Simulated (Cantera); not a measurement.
**Equilibrium for silicon epitaxy and polysilicon growth: SiHCl₃ + HCl + N₂**

Input: 1 mol SiHCl₃, 1.8 mol HCl, 17 mol N₂, held at 1.40 mbar.

Method: chemical equilibrium by Gibbs-energy minimisation in Cantera with the NASA 1993 tables (ideal gas, pure condensed phases). Candidate condensed phases: NH₄Cl, Si, Si₃N₄; 28 gas species. N₂ is the only nitrogen source here; it is nearly inert below about 1500 K, so the nitride shown seldom forms there in practice. The tables' values for SiCl₃ are old estimates; treat these amounts as uncertain. The numbers say what is thermodynamically allowed, not how fast it happens.

From 973 K to 1323 K the condensed part is Si₃N₄(s). From 1373 K to 1523 K nothing is condensed. The main Si-bearing gas is SiCl₄ at 973 K and SiCl₂ at 1523 K.

```tsv
T (K)	log p N₂	log p HCl	log p SiCl₂	log p SiCl₄	log p H₂	log p SiCl₃	log p Cl	log p SiHCl₃	n Si₃N₄(s)
973	-2.93	-3.81	-8.31	-4.35	-4.70	-7.05	-10.45	-7.49	0.119
1023	-2.93	-3.80	-7.57	-4.35	-4.72	-6.62	-9.85	-7.35	0.122
1073	-2.93	-3.79	-6.90	-4.36	-4.75	-6.23	-9.32	-7.23	0.123
1123	-2.93	-3.79	-6.30	-4.37	-4.77	-5.88	-8.83	-7.12	0.123
1173	-2.93	-3.79	-5.76	-4.39	-4.79	-5.57	-8.38	-7.03	0.120
1223	-2.93	-3.79	-5.27	-4.44	-4.79	-5.30	-7.98	-6.95	0.109
1273	-2.93	-3.79	-4.84	-4.53	-4.78	-5.09	-7.62	-6.92	0.0830
1323	-2.93	-3.81	-4.50	-4.71	-4.75	-4.97	-7.31	-6.94	0.0337
1373	-2.94	-3.80	-4.34	-4.94	-4.77	-4.97	-6.98	-7.11	0
1423	-2.94	-3.78	-4.30	-5.12	-4.90	-5.01	-6.60	-7.35	0
1473	-2.94	-3.77	-4.27	-5.31	-5.02	-5.05	-6.25	-7.58	0
1523	-2.94	-3.76	-4.25	-5.50	-5.12	-5.11	-5.93	-7.81	0
```
log p: log10 of the partial pressure in bar; n: condensed amount in mol.
